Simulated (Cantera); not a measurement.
A perfectly stirred reactor is fed with 4.84 % CH4, 2.03 % C2H6, 19.5 % O2, 73.6 % N2, equivalence ratio 0.86, at 0.230 bar; it is adiabatic with a 600 K inlet, and is followed from long to short residence time, starting on the burning branch (τ in s: 0.23, 0.083, 0.029, 0.01, 0.0037, 0.0013, 0.00047, 0.00017, 5.9e-05).

Cantera simulation using GRI-Mech 3.0 (53 species, 325 reactions); the numbers are that mechanism's predictions, not measurements.

### Question
Predict: blow-out, bracketed by the residence times tried; x(CH4) at τ = 0.230 s; x(C2H6) at τ = 0.230 s; x(O2) at τ = 0.230 s; x(HCO) at τ = 0.230 s; x(CH2CO) at τ = 0.230 s; x(CH4) at τ = 3.70 ms; x(C2H6) at τ = 3.70 ms; x(O2) at τ = 3.70 ms; x(HCO) at τ = 3.70 ms; x(CH2CO) at τ = 3.70 ms.

### Answer
| Item | Result |
|---|---|
| blow-out, bracketed by the residence times tried | burning at 0.170 ms, out at 59.0 µs |
| x(CH4) at τ = 0.230 s | 1.53e-6 |
| x(C2H6) at τ = 0.230 s | 9.19e-8 |
| x(O2) at τ = 0.230 s | 0.0298 |
| x(HCO) at τ = 0.230 s | 3.91e-8 |
| x(CH2CO) at τ = 0.230 s | 6.86e-8 |
| x(CH4) at τ = 3.70 ms | 4.06e-5 |
| x(C2H6) at τ = 3.70 ms | 4.23e-6 |
| x(O2) at τ = 3.70 ms | 0.0390 |
| x(HCO) at τ = 3.70 ms | 2.14e-6 |
| x(CH2CO) at τ = 3.70 ms | 2.34e-6 |
